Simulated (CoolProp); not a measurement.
Vapour-liquid equilibrium of R125 (1) + ethanol (2) at 0.096 MPa; x and y are mole fractions of (1).

Model: multi-fluid Helmholtz-energy mixture model, Lemmon 2005 and Schroeder 2014; pair parameters Bell 2016, in CoolProp.

Question: Give the bubble temperature and the first vapour's composition at x = 0.55, 0.85, 0.95. Is there an azeotrope?

Answer: x = 0.55: -43.5 °C, y = 1.000; x = 0.85: -46.7 °C, y = 1.000; x = 0.95: -48.2 °C, y = 1.000. No azeotrope shows between x = 0.05 and 0.95.

The pair parameters rest on a limited set of measurements; away from them the model extrapolates. With so large a gap from Raoult's law the liquid may split in two, which this calculation doesn't test in full.
